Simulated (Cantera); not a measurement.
Charge: 1 mol Al(CH3)3, 43 mol N2O, 48 mol H2, at 1973.15 K and 0.490 bar.

Cantera equilibrium calculation (NASA polynomials, part measured and part estimated; ideal gas, pure solids and liquids). Candidate condensed phases: Al, AlN, Al2O3, C, C6H6, C7H8, C8H18, H2O; 148 gas species. The feed counts by its element totals alone. Gases not in the tables: Al(OH)3. Rates play no part.

Base state: N2 0.436, H2O 0.380, H2 0.153, CO 0.0196, CO2 0.0109, H 0.000754, OH 0.000178 (mole fractions); condensed: Al2O3(s).

**Question.** What changes in the equilibrium state with this change: H2 from 48 to 13 mol?

**Answer.** 
```
species         before     after
-------------  -------  --------
N2               0.436     0.590
H2O              0.380     0.239
O2             6.96e-7     0.121
H2               0.153  0.000231
CO              0.0196  0.000178
CO2             0.0109    0.0412
NO             9.63e-6   0.00467
O              6.47e-7  0.000270
Al2O3(s), mol    0.500     0.500
```
